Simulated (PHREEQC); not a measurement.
A solution holds 0.002 mol/kgw KH2PO4, 0.0094 mol/kgw HCl and 2.5e-05 mol/kgw H4SiO4, at 25 °C. Closed to the air; pH follows from the charge balance.

All values are PHREEQC results (ion-association model, wateq4f.dat), not measurements.

```csv
quantity,before,after
pH,2.12,2.39
H3PO4 (mol/kgw),0.00101,0.000356
H2PO4- (mol/kgw),0.000992,0.000644
HPO4-2 (mol/kgw),1.10e-8,1.25e-8
KHPO4- (mol/kgw),2.82e-11,1.78e-11
SI of Quartz (SiO2),-0.62,-0.92
```

Q: What was changed between the two runs?
A. temperature from 25 to 15 °C
B. diluted 2-fold with water
C. temperature from 25 to 85 °C
D. temperature from 25 to 40 °C
E. HCl from 0.0094 to 0.00188 mol/kgw

A: B, diluted 2-fold with water

Precipitation was switched off in this run. H3PO4, which wateq4f.dat lacks, is added to it with the constant of phreeqc.dat.
